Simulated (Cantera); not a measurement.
A Cantera script and what it prints.

```python
import numpy as np
import cantera as ct

gas_names = [...]  # 109 gases of nasa_gas.yaml made of C, Cl, H, Si
cond_names = """
    C(gr) C6H6(L) C7H8(L) C8H18(L),n-octa Si(cr) Si(L) SiC(b)
""".split()


# ... load() reads the species with a 1 bar reference pressure and builds the phases ...
atoms = {
    'CH3SiCl3': {'C': 1, 'H': 3, 'Si': 1, 'CL': 3},
    'C2H2': {'C': 2, 'H': 2},
    'H2': {'H': 2},
}
top_T = {'C(gr)': 4500, 'SiC(b)': 3050}  # K; cautious upper limits of use, not melting points


# ... equilibrate(T, P, feed) seeds the gas with the atoms and calls Mixture.equilibrate('TP', solver="vcs", rtol=1e-11, max_steps=5000) ...
results = []
feed = {'CH3SiCl3': 1, 'C2H2': 1.2, 'H2': 260}  # mol
T = 998.15  # K
P = 1000  # Pa
mix = equilibrate(T, P, feed)
results.append((T, P, feed, dict(zip(mix.species_names, mix.species_moles))))
x = sorted(zip(gas.X, gas.species_names), reverse=True)
print(f"T = {T:g} K  P = {P:g} Pa  gas = {mix.phase_moles(0):.4g} mol")
print("   x: " + "  ".join(f"{s} {v:.3e}" for v, s in x if v > 1e-05))
print("   condensed (mol): " + ("  ".join(f"{mix.phase(i).name} {mix.phase_moles(i):.4g}"
      for i in range(1, mix.n_phases) if mix.phase_moles(i) > 1e-12) or "none"))
```

Output:

```
T = 998.15 K  P = 1000 Pa  gas = 263.9 mol
   x: H2 9.877e-01  HCL 1.136e-02  CH4 9.502e-04
   condensed (mol): C(gr) 2.149  SiC(b) 0.9998
```

These are equilibrium values from Cantera (NASA tables, ideal gas, pure condensed phases), not measurements of a reactor. The feed counts by its element totals alone.
